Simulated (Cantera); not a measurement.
A freely propagating, adiabatic, planar premixed flame of 25.4 % H2, 15.7 % O2, 58.9 % N2, unburnt at 548 K and 5.00 bar; mixture-averaged transport, grid criteria slope 0.08 and curve 0.16, no radiation.

Cantera simulation using the H2/O2 subset of GRI-Mech 3.0, which has no nitrogen chemistry; the numbers are that mechanism's predictions, not measurements. The hydrogen kinetics of GRI-Mech 3.0 are dated; newer H2 mechanisms differ, most at raised pressure. Burning velocities carry a grid error of a few per cent, more on coarse grids.

x: mole fraction of selected species; z is measured from the peak of heat release.

| z (mm) | T (K) | u (m/s) | x H2 | x O2 | x OH | x H2O2 | x HO2 | x O |
|---|---|---|---|---|---|---|---|---|
| -0.169 | 548 | 4.15 | 0.254 | 0.157 | <1e-8 | <1e-8 | <1e-8 | <1e-8 |
| -0.113 | 548 | 4.15 | 0.254 | 0.157 | <1e-8 | <1e-8 | 2.33e-8 | <1e-8 |
| -0.0845 | 548 | 4.15 | 0.253 | 0.157 | <1e-8 | ___ | 4.43e-7 | <1e-8 |
| -0.0563 | 551 | 4.15 | 0.249 | 0.158 | <1e-8 | ___ | 7.33e-6 | 1.08e-7 |
| -0.0282 | 620 | 4.53 | 0.221 | 0.161 | 4.26e-5 | ___ | 0.000533 | 1.09e-5 |
| -0.0141 | 923 | 6.50 | 0.171 | 0.152 | 0.000961 | ___ | 0.000799 | 0.000347 |
| 0 | 1359 | 9.35 | 0.104 | 0.117 | 0.00342 | ___ | 0.000399 | 0.00296 |
| 0.0141 | 1671 | 11.4 | 0.0516 | 0.0760 | 0.00855 | ___ | 0.000204 | 0.00658 |
| 0.0282 | 1847 | 12.5 | 0.0295 | 0.0551 | 0.0127 | ___ | 0.000117 | 0.00794 |
| 0.0563 | 2024 | 13.7 | 0.0186 | 0.0441 | 0.0152 | ___ | 6.26e-5 | 0.00682 |
| 0.113 | 2170 | 14.5 | 0.0124 | 0.0399 | 0.0142 | ___ | 3.22e-5 | 0.00422 |
| 0.225 | 2272 | 15.1 | 0.00707 | 0.0377 | 0.0114 | ___ | 1.60e-5 | 0.00219 |
| 0.451 | 2328 | 15.4 | 0.00360 | 0.0368 | 0.00855 | ___ | 9.04e-6 | 0.00109 |

Q: What belongs in the gaps?

A: 
- -0.0845, x H2O2: 2.84e-8
- -0.0563, x H2O2: 4.80e-7
- -0.0282, x H2O2: 3.56e-5
- -0.0141, x H2O2: 9.77e-5
- 0, x H2O2: 2.91e-5
- 0.0141, x H2O2: 5.72e-6
- 0.0282, x H2O2: 3.42e-6
- 0.0563, x H2O2: 2.06e-6
- 0.113, x H2O2: 1.34e-6
- 0.225, x H2O2: 9.22e-7
- 0.451, x H2O2: 6.95e-7
